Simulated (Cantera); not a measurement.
Mixture: 6.74 % CH₄, 19.6 % O₂, 73.6 % N₂, at 6.30 bar, adiabatic and at constant volume. Ignition delay is the time to a rise of 400 K.

Computed with Cantera and GRI-Mech 3.0 (53 species, 325 reactions).

Question: Predict: delay at 1050 K; delay at 1250 K; delay at 1450 K; delay at 1650 K; delay at 1850 K; apparent activation energy between 1650 and 1850 K.

Answer: 
```json
{
  "delay at 1050 K": "51.5 ms",
  "delay at 1250 K": "3.35 ms",
  "delay at 1450 K": "0.367 ms",
  "delay at 1650 K": "60.9 µs",
  "delay at 1850 K": "15.1 µs",
  "apparent activation energy between 1650 and 1850 K": "180 kJ/mol"
}
```
